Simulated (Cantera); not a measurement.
Input: 1 mol CsCl, 6.6 mol H2, held at 552 °C and 0.610 bar.

These are equilibrium values from Cantera (NASA tables, ideal gas, pure condensed phases), not measurements of a reactor. Candidate condensed phases: Cs, CsCl; 9 gas species. Rates play no part.

Base state: H2 1.000, CsCl 1.21e-5 (mole fractions); condensed: CsCl(s).

**Question.** What changes in the equilibrium state with this change: temperature from 552 °C to 827 °C?

**Answer.** 
```
species        before    after
------------  -------  -------
H2              1.000    0.990
CsCl          1.21e-5  0.00705
Cs2Cl2        5.56e-6  0.00322
CsCl(s), mol    1.000        0
CsCl(l), mol        0    0.910
```
